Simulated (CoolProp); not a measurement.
Computed with CoolProp (reference Helmholtz-energy equation of state, Thol 2012).

Question: For benzene, give the phase and the Joule-Thomson coefficient (K/MPa), expansivity (1/kK), Prandtl number at 606.1 K and 3.07 MPa; 606.1 K and 16.9 MPa; 606.1 K and 21.5 MPa.

Answer: 
- 606.1 K and 3.07 MPa: gas; Joule-Thomson coefficient 7.39, expansivity 3.27, Prandtl number 0.785
- 606.1 K and 16.9 MPa: supercritical; Joule-Thomson coefficient 0.588, expansivity 3.04, Prandtl number 2.34
- 606.1 K and 21.5 MPa: supercritical; Joule-Thomson coefficient 0.288, expansivity 2.35, Prandtl number 2.37

Viscosity comes from a separate model (Avgeri 2014). Thermal conductivity comes from a separate model (Assael 2012).
